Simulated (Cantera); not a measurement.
A perfectly stirred reactor is fed with NH₃ : H₂ = 1 : 2.3 (molar parts), at 4400 Pa; it is held at 2275 K, and followed from long to short residence time.

Cantera simulation using the gas-phase N/H chemistry of the illustrative SiF4/NH3 mechanism in the Surface Chemkin manual (1991); the numbers are that mechanism's predictions, not measurements. Walls and surfaces, which speed up NH3 decomposition in real reactors, are not modelled.

Q: What does this change do: temperature 2275 to 1873 K?

A: 
| quantity | before | after |
|---|---|---|
| x(NH₃) at τ = 0.780 s | 0.0136 | 0.230 |
| x(H₂) at τ = 0.780 s | 0.870 | 0.741 |
| x(H) at τ = 0.780 s | 0.00503 | 0.000334 |
| x(N) at τ = 0.780 s | 8.98e-6 | 3.61e-7 |
| x(NH) at τ = 0.780 s | 3.19e-5 | 5.22e-6 |
| x(NH₃) at τ = 44.0 ms | 0.165 | 0.298 |
| x(H₂) at τ = 44.0 ms | 0.780 | 0.700 |
| x(H) at τ = 44.0 ms | 0.00183 | 0.000270 |
| x(N) at τ = 44.0 ms | 6.63e-6 | 2.89e-7 |
| x(NH) at τ = 44.0 ms | 6.06e-5 | 4.93e-6 |

Q: What does this change do: pressure from 4400 Pa to 150000 Pa?

A: 
| quantity | before | after |
|---|---|---|
| x(NH₃) at τ = 0.780 s | 0.0136 | 0.00164 |
| x(H₂) at τ = 0.780 s | 0.870 | 0.877 |
| x(H) at τ = 0.780 s | 0.00503 | 0.00632 |
| x(N) at τ = 0.780 s | 8.98e-6 | 2.14e-6 |
| x(NH) at τ = 0.780 s | 3.19e-5 | 6.06e-6 |
| x(NH₃) at τ = 44.0 ms | 0.165 | 0.0125 |
| x(H₂) at τ = 44.0 ms | 0.780 | 0.872 |
| x(H) at τ = 44.0 ms | 0.00183 | 0.00434 |
| x(N) at τ = 44.0 ms | 6.63e-6 | 5.30e-6 |
| x(NH) at τ = 44.0 ms | 6.06e-5 | 2.18e-5 |

Q: What does this change do: pressure from 4400 Pa to 25000 Pa?

A: 
```tsv
quantity	before	after
x(NH₃) at τ = 0.780 s	0.0136	0.00130
x(H₂) at τ = 0.780 s	0.870	0.871
x(H) at τ = 0.780 s	0.00503	0.0121
x(N) at τ = 0.780 s	8.98e-6	1.20e-5
x(NH) at τ = 0.780 s	3.19e-5	1.77e-5
x(NH₃) at τ = 44.0 ms	0.165	0.0544
x(H₂) at τ = 44.0 ms	0.780	0.847
x(H) at τ = 44.0 ms	0.00183	0.00281
x(N) at τ = 44.0 ms	6.63e-6	6.56e-6
x(NH) at τ = 44.0 ms	6.06e-5	4.12e-5
```
